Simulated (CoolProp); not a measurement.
Computed with CoolProp (reference Helmholtz-energy equation of state, Wu 2012).

Question: Give the vapour pressure (kPa), vapour density (kg/m³), enthalpy of vaporisation (kJ/kg), liquid cp (kJ/(kg K)) of saturated fluoroethane (R161) at 276.2, 286.3, 346.8 K.

Answer: 
```
T (K)  p (kPa)  vapour density (kg/m³)  enthalpy of vaporisation (kJ/kg)  liquid cp (kJ/(kg K))
-----  -------  ----------------------  --------------------------------  ---------------------
276.2      482                    11.3                               375                   2.15
286.3      659                    15.3                               360                   2.21
346.8     2890                    77.3                               228                   3.04
```
